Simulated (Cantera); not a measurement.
Charge: 1 mol AlN, 13 mol HCl, 8.7 mol N2, equilibrated at 2050 K and 0.133 bar.

These are equilibrium values from Cantera (NASA tables, ideal gas, pure condensed phases), not measurements of a reactor. The tables' values for AlCl2 are old estimates; treat these amounts as uncertain. Kinetics and transport are ignored.

```tsv
species	before	after
HCl	0.462	0.595
N2	0.419	0.307
H2	0.0640	0.0516
Cl	0.00840	0.0120
AlCl3	0.0337	0.0273
AlCl	0.00355	0.00139
Cl2	1.19e-5	2.45e-5
AlCl2	0.00824	0.00465
H	0.00157	0.00141
```
Gas species are given as mole fractions.

Question: What was changed between the two runs?
A) pressure from 0.133 bar to 0.760 bar
B) HCl from 13 to 21 mol
C) temperature from 2050 K to 923.15 K
D) temperature from 2050 K to 1848.15 K

Answer: B, HCl from 13 to 21 mol
